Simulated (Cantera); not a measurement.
Feed: 1 mol SiHCl₃, 53 mol N₂, equilibrated at 3.00 mbar.

Cantera equilibrium calculation (NASA polynomials, part measured and part estimated; ideal gas, pure solids and liquids). Candidate condensed phases: NH₄Cl, Si, Si₃N₄; 28 gas species. N₂ is the only nitrogen source here; it is nearly inert below about 1500 K, so the nitride shown seldom forms there in practice. The tables' values for SiCl₃ are old estimates; treat these amounts as uncertain. The numbers say what is thermodynamically allowed, not how fast it happens.

log p: log10 of the partial pressure in bar; n: condensed amount in mol.

```
T (K)  log p N₂  log p HCl  log p SiCl₂  log p SiCl₄  n Si₃N₄(s)
-----  --------  ---------  -----------  -----------  ----------
950       -2.53      -4.29        -8.90        -4.54       0.160
1000      -2.53      -4.29        -8.13        -4.54       0.161
1050      -2.53      -4.29        -7.43        -4.55       0.161
1100      -2.53      -4.28        -6.79        -4.55       0.160
1150      -2.54      -4.28        -6.22        -4.56       0.158
1200      -2.54      -4.28        -5.70        -4.59       0.153
1250      -2.54      -4.28        -5.25        -4.65       0.139
1300      -2.54      -4.28          ___          ___         ___
1350      -2.54      -4.29        -4.57        -5.02      0.0682
1400      -2.54      -4.31        -4.39        -5.42      0.0248
1450      -2.54      -4.32        -4.31          ___           0
1500      -2.54      -4.31        -4.30        -6.08           0
1550      -2.54      -4.30        -4.29        -6.31           0
```

Fill in the missing entries.


- 1450, log p SiCl₄: -5.87
- 1300, log p SiCl₂: -4.86
- 1300, log p SiCl₄: -4.77
- 1300, n Si₃N₄(s): 0.111
